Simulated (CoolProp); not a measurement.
The fluid at 298.15 K and 0.325 MPa is throttled through a valve to 0.223 MPa with no heat exchange. The same conditions are run with several fluids, on thermodynamics alone (safety and materials aside).

Model: reference Helmholtz-energy equation of state of each fluid (n-hexane: Thol 2019; n-heptane: Span 2003; R365MFC: Lemmon 2016; R21: Platzer 1990; water: Wagner 2002), in CoolProp. The equations of Platzer and Polt are older, rougher fits.

| fluid | final density (kg/m³) |
|---|---|
| n-hexane | (withheld) |
| n-heptane | (withheld) |
| R365MFC | (withheld) |
| R21 | (withheld) |
| water | (withheld) |

**Question.** What belongs in the gaps?

**Answer.** 
- n-hexane, final density (kg/m³): 655
- n-heptane, final density (kg/m³): 680
- R365MFC, final density (kg/m³): 1260
- R21, final density (kg/m³): 1370
- water, final density (kg/m³): 997
